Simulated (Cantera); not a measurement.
Feed: 1 mol HBr, 0.17 mol H₂O, 0.66 mol N₂, equilibrated at 998 K and 7.50 Torr.

Cantera equilibrium calculation (NASA polynomials, part measured and part estimated; ideal gas, pure solids and liquids). Candidate condensed phases: Br₂, H₂O; 27 gas species. Kinetics and transport are ignored.

Base state: HBr 0.545, N₂ 0.361, H₂O 0.0929, Br 0.000813, H₂ 0.000618, Br₂ 0.000211 (mole fractions); condensed: gas only.

### Question
What changes in the equilibrium state with this change: HBr replaced by N₂O?

### Answer
```
species    before    after
-------  --------  -------
N₂          0.361    0.712
O₂          <1e-9    0.215
H₂O        0.0929   0.0730
HBr         0.545        0
Br       0.000813        0
H₂       0.000618    <1e-9
Br₂      0.000211        0
NO          <1e-9  2.94e-5
```
